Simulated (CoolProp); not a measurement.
Vapour-liquid equilibrium of R125 (1) + R134a (2) at 221.4 K; x and y are mole fractions of (1).

Model: multi-fluid Helmholtz-energy mixture model, Lemmon 2005 and Tillner-Roth 1994; pair parameters Lemmon 2004, in CoolProp.

| x | bubble pressure (kPa) | y at the bubble point | dew pressure at overall composition x (kPa) | liquid density (mol/L) |
|---|---|---|---|---|
| 0.05 | 29.60 | 0.146 | 27.54 | 14.15 |
| 0.15 | 35.63 | 0.362 | 29.71 | 13.99 |
| 0.25 | 41.57 | 0.514 | 32.24 | 13.84 |
| 0.35 | 47.43 | 0.629 | 35.24 | 13.68 |
| 0.45 | 53.21 | 0.717 | 38.84 | 13.53 |
| 0.55 | 58.92 | 0.789 | 43.24 | 13.38 |
| 0.65 | 64.59 | 0.849 | 48.71 | 13.23 |
| 0.75 | 70.22 | 0.899 | 55.67 | 13.08 |
| 0.85 | 75.86 | 0.943 | 64.74 | 12.94 |
| 0.95 | 81.51 | 0.982 | 76.81 | 12.79 |

No azeotrope shows between x = 0.05 and 0.95.

Pair parameters are fitted to limited data, so mixtures are less certain than the pure fluids.
